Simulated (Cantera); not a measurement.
# Hydrocarbon pyrolysis for carbon deposition

An isothermal, constant-pressure homogeneous reactor starts with CH₄ : H₂ = 1 : 2.3 (molar parts), at 1825 K and 2670 Pa.

Computed with Cantera and GRI-Mech 3.0 (53 species, 325 reactions). GRI-Mech 3.0 stops at C3 and has no aromatics, soot or wall deposition, so with more carbon than oxygen in the feed, carbon stays in small species such as C2H2 where larger ones or solid carbon would form. Radical loss at walls, strong at low pressure, is not modelled.

```tsv
t (s)	x CH₄	x H₂	x CH₃	x C₂H₆	x C₂H₄	x H	x C₂H₂
5.00e-6	0.303	0.697	7.80e-6	2.09e-12	1.64e-12	3.05e-6	<1e-12
2.06e-5	0.303	0.697	3.78e-5	2.56e-10	4.35e-10	6.86e-6	<1e-12
8.48e-5	0.303	0.697	0.000163	2.31e-8	6.52e-8	2.12e-5	1.85e-10
0.000349	0.302	0.697	0.000674	1.26e-6	5.65e-6	8.02e-5	8.58e-8
0.00144	0.299	0.698	0.00275	3.26e-5	0.000372	0.000328	4.25e-5
0.00592	0.249	0.724	0.00740	0.000189	0.00622	0.00111	0.0117
0.0244	0.111	0.811	0.00397	4.95e-5	0.00170	0.00146	0.0701
0.100	0.0288	0.863	0.00127	4.38e-6	0.000183	0.00190	0.104
0.413	0.00504	0.878	0.000276	1.77e-7	5.81e-5	0.00240	0.114
1.70	0.001000	0.881	5.79e-5	7.88e-9	5.34e-5	0.00254	0.116
7.00	0.000387	0.881	2.25e-5	1.57e-9	5.33e-5	0.00255	0.116
```
x: mole fraction; the columns are a selection and need not sum to one.

Equilibrium at this temperature and pressure: CH₄ 0.000361, H₂ 0.881, CH₃ 2.10e-5, C₂H₆ 1.42e-9, C₂H₄ 5.33e-5, H 0.00255, C₂H₂ 0.116 (gas phase only).
